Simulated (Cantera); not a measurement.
Mixture: CH4 : H2 : O2 : N2 : CO2 = 1 : 0.26 : 1.12 : 4.22 : 0.5 (molar parts), equivalence ratio 1.9, at 180000 Pa, adiabatic and at constant pressure. Ignition delay is the time to a rise of 400 K.

Computed with Cantera and GRI-Mech 3.0 (53 species, 325 reactions). Below about 1000 K GRI-Mech 3.0 lacks low-temperature oxidation paths. Below about 950 K walls govern HO2 and H2O2 in real vessels.

### Question
What does this change do: 0.66 parts H2O added?

### Answer
```tsv
quantity	before	after
delay at 850 K	1.73 s	1.89 s
delay at 925 K	0.154 s	0.198 s
delay at 1000 K	40.2 ms	43.7 ms
delay at 1075 K	18.7 ms	19.0 ms
delay at 1150 K	9.48 ms	10.1 ms
delay at 1225 K	4.81 ms	5.45 ms
apparent activation energy between 1075 and 1225 K	99 kJ/mol	91 kJ/mol
```

### Question
What does this change do: pressure from 180000 Pa to 1000000 Pa?

### Answer
| quantity | before | after |
|---|---|---|
| delay at 850 K | 1.73 s | 0.615 s |
| delay at 925 K | 0.154 s | 69.4 ms |
| delay at 1000 K | 40.2 ms | 11.7 ms |
| delay at 1075 K | 18.7 ms | 3.17 ms |
| delay at 1150 K | 9.48 ms | 1.37 ms |
| delay at 1225 K | 4.81 ms | 0.751 ms |
| apparent activation energy between 1075 and 1225 K | 99 kJ/mol | 110 kJ/mol |
